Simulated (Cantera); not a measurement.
A perfectly stirred reactor is fed with 23.3 % C2H6, 76.7 % N2, at 0.00630 bar; it is held at 1023 K, and followed from long to short residence time.

Detailed kinetics in Cantera: GRI-Mech 3.0 (53 species, 325 reactions). GRI-Mech 3.0 stops at C3 and has no aromatics, soot or wall deposition, so with more carbon than oxygen in the feed, carbon stays in small species such as C2H2 where larger ones or solid carbon would form. Radical loss at walls, strong at low pressure, is not modelled.

### Question
Predict: x(C2H6) at τ = 2.20 s; x(CH4) at τ = 2.20 s; x(CH3) at τ = 2.20 s; x(C2H6) at τ = 39.0 ms; x(CH4) at τ = 39.0 ms; x(CH3) at τ = 39.0 ms.

### Answer
- x(C2H6) at τ = 2.20 s = 0.203
- x(CH4) at τ = 2.20 s = 0.00193
- x(CH3) at τ = 2.20 s = 7.42e-6
- x(C2H6) at τ = 39.0 ms = 0.232
- x(CH4) at τ = 39.0 ms = 5.53e-6
- x(CH3) at τ = 39.0 ms = 1.33e-6
